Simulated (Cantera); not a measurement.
Input (Python, Cantera):

```python
import numpy as np
import cantera as ct

surf = ct.Interface("diamond.yaml", "diamond_100")
gas, bulk = surf.adjacent["gas"], surf.adjacent["diamond"]
k = surf.kinetics_species_index(bulk.species_names[0])
cover = ["c6HH", "c6H*", "c6*H", "c6**", "c6HM", "c6B"]

rows, drift = [], 0.0
print(f"{'T':>10s}{'um/h':>11s}" + "".join(f"{s:>11s}" for s in cover))
for v in [925, 1000, 1075, 1150, 1225, 1300, 1375]:
    T, P, xH, xCH3 = v, 5300, 0.0002, 0.00074
    gas.TPX = T, P, {"H": xH, "CH3": xCH3, "CH4": 0.016, "H2": 1 - xH - xCH3 - 0.016}
    surf.TP = bulk.TP = T, P
    surf.coverages = "c6H*:0.1, c6HH:0.9"
    surf.advance_coverages(100.0)
    before = surf.coverages
    surf.advance_coverages(100.0)
    drift = max(drift, np.max(np.abs(surf.coverages - before) / (surf.coverages + 1e-9)))
    rate = surf.net_production_rates[k] * bulk.mean_molecular_weight / bulk.density * 3.6e9
    rows.append([rate, *surf[cover].coverages])
    print(f"{v:10.4g}{rate:11.4e}" + "".join(f"{x:11.3e}" for x in rows[-1][1:]))
```

Result:

```
         T       um/h       c6HH       c6H*       c6*H       c6**       c6HM        c6B
       925 2.8565e+00  1.957e-01  3.283e-03  8.447e-02  6.953e-04  5.628e-01  7.751e-09
      1000 3.9582e+00  2.966e-01  8.124e-03  1.663e-01  1.890e-03  3.844e-01  1.074e-08
      1075 2.8145e+00  4.566e-01  1.844e-02  3.103e-01  4.469e-03  1.385e-01  7.637e-09
      1150 1.3875e+00  5.230e-01  2.745e-02  3.892e-01  6.587e-03  2.777e-02  3.765e-09
      1225 9.4297e-01  5.391e-01  3.294e-02  4.019e-01  7.602e-03  4.996e-03  2.559e-09
      1300 6.4792e-01  5.580e-01  3.643e-02  3.893e-01  8.133e-03  9.502e-04  1.758e-09
      1375 2.4914e-01  5.857e-01  3.847e-02  3.653e-01  8.048e-03  2.009e-04  6.761e-10
```

Cantera simulation using the Harris–Goodwin 1993 mechanism for the reconstructed diamond (100) surface; the numbers are that mechanism's predictions, not measurements.
